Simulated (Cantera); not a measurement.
An isothermal, constant-pressure homogeneous reactor starts with NO : N2 = 1 : 0.18 (molar parts), at 1825 K and 17.3 Torr. Integrator tolerance rtol = 1e-08.

Computed with Cantera and GRI-Mech 3.0 (53 species, 325 reactions). Radical loss at walls, strong at low pressure, is not modelled.

| quantity | before | after |
|---|---|---|
| x(NO) at 20.0 s | 0.609 (gas-phase equilibrium 0.00548) | 0.101 (gas-phase equilibrium 0.00861) |
| x(N2) at 20.0 s | 0.272 (gas-phase equilibrium 0.573) | 0.525 (gas-phase equilibrium 0.571) |
| x(O2) at 20.0 s | 0.119 (gas-phase equilibrium 0.421) | 0.372 (gas-phase equilibrium 0.418) |
| x(O) at 20.0 s | 0.000383 (gas-phase equilibrium 0.000661) | 0.00224 (gas-phase equilibrium 0.00236) |
| x(NO2) at 20.0 s | 0.000159 (gas-phase equilibrium 2.80e-6) | 3.64e-5 (gas-phase equilibrium 3.31e-6) |
| x(N2O) at 20.0 s | 0.000108 (gas-phase equilibrium 4.06e-8) | 2.28e-6 (gas-phase equilibrium 6.27e-8) |

What was changed between the two runs?
A) temperature 1825 to 1425 K
B) temperature 1825 to 1975 K
C) pressure from 17.3 Torr to 1350 Torr
D) pressure from 17.3 Torr to 1130 Torr

B, temperature 1825 to 1975 K
